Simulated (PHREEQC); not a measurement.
Buffer: speciation

A solution holds 1.5 mmol/kgw H3BO3 and 0.033 mmol/kgw NaOH, at 25 °C and 100 atm. Closed to the air; pH follows from the charge balance.

The numbers come from PHREEQC with the ion-association model, phreeqc.dat.

Precipitation was switched off in this run.

Task: Estimate the pH, ionic strength.

Result: pH 7.52; ionic strength 3.30e-5 mol/kgw.

Task: In which forms is B present?

Result: H3BO3 98 %, H2BO3- 2.2 % of the B.

Complexes and solids missing from the database can't appear. Under pressure, the constants of complexes without a molar volume in the database are unreliable.
